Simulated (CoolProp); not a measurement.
Vapour pressure (bar) of R365MFC: the reference equation beside estimates from Tc = 460.0 K, pc = 32.66 bar, ω = 0.377. Clausius-Clapeyron is anchored at 265 K with a constant enthalpy of vaporisation of 31.06 kJ/mol.

Computed with CoolProp (reference Helmholtz-energy equation of state, Lemmon 2016).

```tsv
T (K)	reference	Lee-Kesler	Clausius-Clapeyron	van der Waals	Redlich-Kwong
261.4	0.09933	0.09398	0.09959	2.058	0.3691
265	0.1209	0.1149	0.1209	2.235	0.4306
268.7	0.1470	0.1403	0.1468	2.426	0.5018
272.3	0.1768	0.1694	0.1765	2.624	0.5796
275.9	0.2113	0.2033	0.2110	2.831	0.6663
279.6	0.2523	0.2438	0.2524	3.057	0.7653
283.2	0.2983	0.2893	0.2992	3.287	0.8721
286.9	0.3524	0.3431	0.3546	3.536	0.9932
290.5	0.4125	0.4029	0.4167	3.790	1.123
```

Absolute difference from the reference over all 9 rows, mean and median: Lee-Kesler 3.8 and 3.8 %, Clausius-Clapeyron 0.3 and 0.2 %, van der Waals 1303.4 and 1239.8 %, Redlich-Kwong 218.0 and 215.3 %.
